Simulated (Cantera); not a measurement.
Input: 1 mol MgO, 2.6 mol HCl, 0.47 mol N₂, equilibrated at 1450 °C and 1.00 bar.

These are equilibrium values from Cantera (NASA tables, ideal gas, pure condensed phases), not measurements of a reactor. Candidate condensed phases: H₂O, Mg, MgCl₂, MgO, Mg(OH)₂, NH₄Cl; 38 gas species. The numbers say what is thermodynamically allowed, not how fast it happens.

Task: What is the equilibrium state?

Result: 
```
Property                             Result
--------------------------------  ---------
x(HCl)                                0.645
x(N₂)                                 0.153
x(MgCl₂)                             0.0989
x(H₂O)                               0.0989
x(Cl)                               0.00245
x(H₂)                               0.00138
x(Cl₂)                             0.000129
x(OH)                               2.66e-5
x(H)                                6.77e-6
n(MgO(s))                         0.696 mol
gas amount                        3.074 mol
log10 activity of Mg(l) (absent)      -9.68
```
